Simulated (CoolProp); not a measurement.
Methanol along the isotherm 291.9 K: fugacity coefficient from the reference equation and from simpler models built on Tc = 513.4 K, pc = 8.216 MPa, ω = 0.565; each cubic takes its own stable root.

The numbers come from the reference Helmholtz-energy equation of state, de Reuck 1993 in CoolProp.

```tsv
p (MPa)	phase	reference
1.23	liquid	0.009970
2.46	liquid	0.005088
3.7	liquid	0.003453
4.93	liquid	0.002645
6.16	liquid	0.002160
7.39	liquid	0.001838
8.63	liquid	0.001606
9.86	liquid	0.001435
11.1	liquid	0.001301
12.3	liquid	0.001197
```

Problem. How far does each simpler model (van der Waals, Redlich-Kwong, Soave-Redlich-Kwong, Peng-Robinson) lie from the reference over these 10 states: mean and median of the absolute difference, and the worst?

Solution. 
- van der Waals: mean 4351.4 %, median 4345.4 %, worst +4778.9 % at 291.9 K and 12.3 MPa
- Redlich-Kwong: mean 695.6 %, median 695.6 %, worst +723.7 % at 291.9 K and 12.3 MPa
- Soave-Redlich-Kwong: mean 15.4 %, median 15.4 %, worst -17.7 % at 291.9 K and 1.23 MPa
- Peng-Robinson: mean 8.9 %, median 8.9 %, worst -10.2 % at 291.9 K and 1.23 MPa
